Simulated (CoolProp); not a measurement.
Vapour pressure (MPa) of hexamethyldisiloxane (MM): the reference equation beside estimates from Tc = 518.7 K, pc = 1.931 MPa, ω = 0.418. Clausius-Clapeyron is anchored at 372.2 K with a constant enthalpy of vaporisation of 31.42 kJ/mol.

The numbers come from the reference Helmholtz-energy equation of state, Thol 2016 in CoolProp.

```csv
T (K),reference,Clausius-Clapeyron,van der Waals,Redlich-Kwong,Peng-Robinson
359.9,0.06671,0.06864,0.3700,0.1567,0.06686
372.2,0.09711,0.09711,0.4388,0.2074,0.09717
384.5,0.1373,0.1344,0.5153,0.2690,0.1374
396.7,0.1889,0.1818,0.5992,0.3418,0.1891
409,0.2547,0.2421,0.6922,0.4281,0.2554
421.3,0.3366,0.3170,0.7938,0.5285,0.3383
433.6,0.4372,0.4089,0.9044,0.6439,0.4404
445.8,0.5580,0.5190,1.023,0.7743,0.5635
458.1,0.7040,0.6516,1.152,0.9226,0.7126
470.4,0.8777,0.8084,1.291,1.089,0.8899
```

Absolute difference from the reference over all 10 rows, mean and median: Clausius-Clapeyron 4.8 and 5.4 %, van der Waals 190.8 and 153.8 %, Redlich-Kwong 69.2 and 62.5 %, Peng-Robinson 0.6 and 0.4 %.
